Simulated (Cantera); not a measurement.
Charge: 1 mol Si3N4, 2.2 mol HCl, held at 1500 °C and 0.0495 Torr.

These are equilibrium values from Cantera (NASA tables, ideal gas, pure condensed phases), not measurements of a reactor. Candidate condensed phases: NH4Cl, Si, Si3N4; 28 gas species. The tables' values for SiCl, SiCl3, SiN are old estimates; treat these amounts as uncertain. Kinetics and transport are ignored.

Base state: N2 0.454, SiCl2 0.190, H2 0.189, HCl 0.106, Si 0.0323, H 0.0152, Cl 0.00654, SiCl 0.00649 (mole fractions); condensed: Si(l).

### Question
What changes in the equilibrium state with this change: temperature from 1500 °C to 1552 °C?

### Answer
```csv
species,before,after
N2,0.454,0.433
SiCl2,0.190,0.177
H2,0.189,0.176
Si,0.0323,0.0689
SiCl,0.00649,0.0102
Cl,0.00654,0.0101
H,0.0152,0.0227
HCl,0.106,0.102
Si2,0.000180,0.000449
Si3,4.34e-5,0.000105
SiN,8.48e-5,0.000152
SiH,0.000141,0.000249
"Si(l), mol",1.99,1.81
```

### Question
What changes in the equilibrium state with this change: HCl from 2.2 to 60 mol?

### Answer
```tsv
species	before	after
HCl	0.106	0.761
H2	0.189	0.0783
Cl	0.00654	0.0732
N2	0.454	0.0309
SiCl2	0.190	0.0456
Si	0.0323	6.19e-5
H	0.0152	0.00980
Si2	0.000180	<1e-9
Si2N	0.000141	<1e-9
Si3	4.34e-5	<1e-9
Si(l), mol	1.99	0
```
The tables' values for SiCl3, SiCl are old estimates; treat these amounts as uncertain.
